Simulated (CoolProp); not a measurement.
Properties of oxygen along the isotherm -172.15 °C.

Model: reference Helmholtz-energy equation of state, Schmidt 1985, in CoolProp.

```
p (MPa)   phase        Z  cv (kJ/(kg K))  speed of sound (m/s)  viscosity (µPa s)  Prandtl number
-------  ------  -------  --------------  --------------------  -----------------  --------------
2.29     liquid  0.07996          0.8957                 826.3                153            1.92
4.59     liquid   0.1593          0.9002                 840.1                157            1.93
6.88     liquid   0.2375          0.9046                 853.0                161            1.93
9.18     liquid   0.3153          0.9089                 865.4                  ?            1.93
11.5     liquid   0.3930          0.9131                 877.4                168            1.94
13.8     liquid   0.4693          0.9172                 888.8                172            1.95
16.1     liquid   0.5450          0.9211                 899.8                176            1.95
18.4     liquid   0.6201          0.9250                 910.4                  ?            1.96
20.6     liquid   0.6914          0.9286                 920.2                183            1.97
22.9     liquid   0.7655          0.9322                 930.2                187            1.98
25.2     liquid   0.8390          0.9358                 939.9                  ?            1.99
```

Question: What belongs in the gaps?

Answer: 
- 9.18, viscosity (µPa s): 164
- 18.4, viscosity (µPa s): 180
- 25.2, viscosity (µPa s): 191

Viscosity comes from a separate model (Lemmon 2004). Thermal conductivity comes from a separate model (Lemmon 2004).
